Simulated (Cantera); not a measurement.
A perfectly stirred reactor is fed with CH4 : N2 = 0.28 : 4.7 (molar parts), at 1.00 atm; it is held at 1773 K, and followed from long to short residence time.

Cantera simulation using GRI-Mech 3.0 (53 species, 325 reactions); the numbers are that mechanism's predictions, not measurements. GRI-Mech 3.0 stops at C3 and has no aromatics, soot or wall deposition, so with more carbon than oxygen in the feed, carbon stays in small species such as C2H2 where larger ones or solid carbon would form.

x: mole fraction; the columns are a selection and need not sum to one.

```
τ (s)        x CH4        x H2      x C2H6      x C2H4         x H       x CH2
------  ----------  ----------  ----------  ----------  ----------  ----------
9.1        0.00106      0.0782     8.59e-8     5.88e-5     7.86e-5     2.36e-8
3.9        0.00159      0.0774     1.90e-7     5.89e-5     7.76e-5     3.51e-8
1.7        0.00240      0.0763     4.25e-7     5.99e-5     7.61e-5     5.19e-8
0.72    (withheld)      0.0745  (withheld)     6.36e-5     7.38e-5  (withheld)
0.31       0.00555      0.0717     2.22e-6     7.43e-5     7.05e-5     1.14e-7
0.13       0.00846      0.0675     5.10e-6    0.000103     6.58e-5     1.66e-7
0.057   (withheld)  (withheld)  (withheld)  (withheld)  (withheld)  (withheld)
0.024       0.0182      0.0533     2.35e-5    0.000316     5.19e-5     3.26e-7
0.010       0.0256      0.0424     4.74e-5    0.000619     4.23e-5     4.39e-7
0.0045      0.0331      0.0310     8.23e-5     0.00107     3.26e-5     5.53e-7
0.0019      0.0413      0.0187    0.000129     0.00160     2.18e-5     6.53e-7
```

**Question.** Fill in the missing entries.

**Answer.** 
- 0.72, x CH4: 0.00366
- 0.72, x C2H6: 9.81e-7
- 0.72, x CH2: 7.75e-8
- 0.057, x CH4: 0.0125
- 0.057, x H2: 0.0617
- 0.057, x C2H6: 1.10e-5
- 0.057, x C2H4: 0.000167
- 0.057, x H: 5.98e-5
- 0.057, x CH2: 2.34e-7
